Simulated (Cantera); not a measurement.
# Equilibrium for fluorocarbon and chlorocarbon gases: CCl₄ + F₂

Charge: 1 mol CCl₄, 0.16 mol F₂, held at 13.3 mbar.

These are equilibrium values from Cantera (NASA tables, ideal gas, pure condensed phases), not measurements of a reactor. Candidate condensed phases: C; 27 gas species. Condensed phases not in the tables: fluorocarbon polymer. Gases not in the tables: C₂F₆ and larger saturated fluorocarbons, chlorinated aromatics. Equilibrium is a limit: real reactors are often held back by kinetics, nucleation or transport.

From 700 K to 1900 K the condensed part is C(graphite). The main C-bearing gas is CF₄ throughout.

```csv
T (K),log p Cl₂,log p Cl,log p CF₄,log p CCl₄,log p CClF₃,n C(graphite)
700,-1.90,-7.13,-3.36,-3.93,-4.07,0.893
800,-1.89,-5.98,-3.35,-4.77,-4.12,0.912
900,-1.89,-5.08,-3.34,-5.43,-4.17,0.915
1000,-1.89,-4.36,-3.34,-5.95,-4.20,0.916
1100,-1.90,-3.77,-3.34,-6.38,-4.23,0.917
1200,-1.91,-3.28,-3.34,-6.76,-4.26,0.917
1300,-1.94,-2.88,-3.35,-7.11,-4.30,0.917
1400,-2.00,-2.55,-3.37,-7.48,-4.37,0.918
1500,-2.11,-2.29,-3.41,-7.91,-4.46,0.918
1600,-2.29,-2.10,-3.47,-8.46,-4.61,0.918
1700,-2.55,-1.99,-3.53,-9.14,-4.79,0.918
1800,-2.87,-1.93,-3.59,-9.91,-5.00,0.917
1900,-3.20,-1.91,-3.66,-10.71,-5.23,0.913
```
log p: log10 of the partial pressure in bar; n: condensed amount in mol.
